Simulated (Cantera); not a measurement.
Equilibrium for halide evaporation, hydrolysis and transport: CaCl2 + N2

Input: 1 mol CaCl2, 1.9 mol N2, equilibrated at 0.300 Pa.

Method: chemical equilibrium by Gibbs-energy minimisation in Cantera with the NASA 1993 tables (ideal gas, pure condensed phases). Candidate condensed phases: Ca, CaCl2; 8 gas species. Kinetics and transport are ignored.

| T (K) | x N2 | x CaCl2 | x Cl | x CaCl | x Ca | x Cl2 |
|---|---|---|---|---|---|---|
| 1125 | 0.655 | 0.345 | 1.63e-6 | 1.63e-6 | 1.21e-9 | 1.89e-12 |
| 1175 | 0.655 | 0.345 | 4.93e-6 | 4.92e-6 | 7.73e-9 | 5.57e-12 |
| 1225 | 0.655 | 0.345 | 1.36e-5 | 1.36e-5 | 4.26e-8 | 1.50e-11 |
| 1275 | 0.655 | 0.345 | 3.49e-5 | 3.45e-5 | 2.05e-7 | 3.74e-11 |
| 1325 | 0.655 | 0.345 | 8.34e-5 | 8.16e-5 | 8.72e-7 | 8.74e-11 |
| 1375 | 0.655 | 0.345 | 0.000187 | 0.000181 | 3.32e-6 | 1.93e-10 |
| 1425 | 0.655 | 0.344 | 0.000399 | 0.000376 | 1.14e-5 | 4.05e-10 |
| 1475 | 0.655 | 0.344 | 0.000813 | 0.000742 | 3.58e-5 | 8.18e-10 |
| 1525 | 0.654 | 0.343 | 0.00159 | 0.00139 | 0.000102 | 1.60e-9 |
| 1575 | 0.653 | 0.341 | 0.00300 | 0.00246 | 0.000270 | 3.03e-9 |
x: gas mole fraction; nothing condenses.

From 1125 K to 1575 K nothing is condensed. The main Ca-bearing gas is CaCl2 throughout.
